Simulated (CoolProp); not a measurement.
Sulfur dioxide along the isotherm 9.05 °C: density (kg/m³) from the reference equation and from simpler models built on Tc = 157.5 °C, pc = 78.87 bar, ω = 0.256; each cubic takes its own stable root.

Model: reference Helmholtz-energy equation of state, Gao 2016, in CoolProp.

```
p (bar)   phase  reference  Redlich-Kwong  Soave-Redlich-Kwong
-------  ------  ---------  -------------  -------------------
0.374       gas      1.029          1.027                1.027
0.631       gas      1.745          1.738                1.740
1.07        gas      2.988          2.966                2.971
1.8         gas      5.108          5.044                5.059
3.03     liquid       1411          8.652                 1265
5.12     liquid       1411           1221                 1266
8.64     liquid       1412           1222                 1266
14.6     liquid       1413           1224                 1268
24.6     liquid       1415           1227                 1270
41.5     liquid       1418           1231                 1273
70.1     liquid       1423           1238                 1279
118      liquid       1431           1250                 1287
```

At some of these states Redlich-Kwong gives the other phase, because its saturation line lies elsewhere.
